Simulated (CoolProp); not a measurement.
Vapour-liquid equilibrium of ethane (1) + hydrogen sulfide (2) at -38.75 °C; x and y are mole fractions of (1).

Model: multi-fluid Helmholtz-energy mixture model, Bücker 2006 and Lemmon 2006; pair parameters Kunz 2012, in CoolProp.

```csv
x,bubble pressure (MPa),y at the bubble point,dew pressure at overall composition x (MPa),liquid density (mol/L)
0.05,0.4160,0.364,0.2840,25.74
0.2,0.6360,0.612,0.3351,23.23
0.35,0.7147,0.675,0.4076,21.18
0.5,0.7559,0.714,0.5166,19.49
0.65,0.7887,0.759,0.6837,18.11
0.8,0.8135,0.829,0.8060,16.98
0.95,0.8172,0.945,0.8167,16.05
```

y crosses x between x = 0.8 and 0.95: the model has an azeotrope there.

Pair parameters are fitted to limited data, so mixtures are less certain than the pure fluids. With so large a gap from Raoult's law the liquid may split in two, which this calculation doesn't test in full.
